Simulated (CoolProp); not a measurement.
Vapour-liquid equilibrium of propylene (1) + benzene (2) at 32.55 °C; x and y are mole fractions of (1).

The numbers come from the multi-fluid Helmholtz-energy mixture model, Lemmon 2013 and Thol 2012; pair parameters Bell 2016 in CoolProp.

Task: Give the bubble pressure and the first vapour's composition at x = 0.35, 0.65, 0.8. Is there an azeotrope?

Result: x = 0.35: 6.116 bar, y = 0.974; x = 0.65: 9.452 bar, y = 0.987; x = 0.8: 11.07 bar, y = 0.991. No azeotrope shows between x = 0.05 and 0.95.

The pair parameters rest on a limited set of measurements; away from them the model extrapolates. The gap from Raoult's law changes sign with composition, which may be real or a fault of the pair parameters; it wasn't checked against measurements.
